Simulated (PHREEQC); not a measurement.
Consider water at 25 °C with 3.9 mmol/kgw CaCl2, 0.38 mmol/kgw Na2HPO4 and 30 mmol/kgw NaCl. Closed to the air; pH follows from the charge balance.

Model: ion-association model, phreeqc.dat, run in PHREEQC.

| quantity | before | after |
|---|---|---|
| pH | 7.91 | 7.86 |
| ionic strength (mol/kgw) | 0.0423 | 0.0121 |
| HPO4-2 (mol/kgw) | 0.000217 | 0.000174 |
| CaHPO4 (mol/kgw) | 0.000106 | 0.000148 |
| CaPO4- (mol/kgw) | 2.48e-5 | 2.85e-5 |
| H2PO4- (mol/kgw) | 2.47e-5 | 2.77e-5 |
| SI of Halite (NaCl) | -4.67 | -6.89 |
| SI of Hydroxyapatite (Ca5(PO4)3OH) | +9.49 | +9.93 |

### Question
Which change was made?
A) CaCl2 replaced by CaBr2 at the same molality
B) diluted 10-fold with water
C) NaCl left out
D) 0.013 mol/kgw Na2SO4 added
E) diluted 5-fold with water

### Answer
C, NaCl left out

No solid was allowed to form. Some of these states are supersaturated (in Hydroxyapatite, for instance).
